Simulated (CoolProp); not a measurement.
Hexamethyldisiloxane (MM) at 440.61 K and 16 MPa is throttled through a valve to 1.94 MPa with no heat exchange. Each further row changes one setting.

Model: reference Helmholtz-energy equation of state, Thol 2016, in CoolProp.

| case | temperature change (K) | final density (kg/m³) |
|---|---|---|
| as stated | +1.9 | … |
| outlet pressure 0.582 MPa | … | … |
| outlet pressure 2.52 MPa | +1.9 | … |

Problem. Fill in the missing entries.

Solution. 
- as stated, final density (kg/m³): 591
- outlet pressure 0.582 MPa, temperature change (K): +1.7
- outlet pressure 0.582 MPa, final density (kg/m³): 581
- outlet pressure 2.52 MPa, final density (kg/m³): 594
